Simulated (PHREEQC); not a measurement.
# Copper plating or etch bath

Solution (28 °C): 0.02 mol Cu(BF4)2, 0.0017 mol HBF4 and 1.9e-05 mol NaCl per kg of water. Closed to the air; pH follows from the charge balance.

The numbers come from PHREEQC with the ion-association model, phreeqc.dat.

No solid was allowed to form.

Problem. Estimate the pH, ionic strength.

Solution. pH 2.62; ionic strength 0.0621 mol/kgw.

Problem. In which forms is B present?

Solution. BF4- 90 %, BF3OH- 5.4 %, H3BO3 3.4 %, BF2(OH)2- 1.3 % of the B.

Real BF4- forms and hydrolyses slowly; the run takes it at equilibrium.
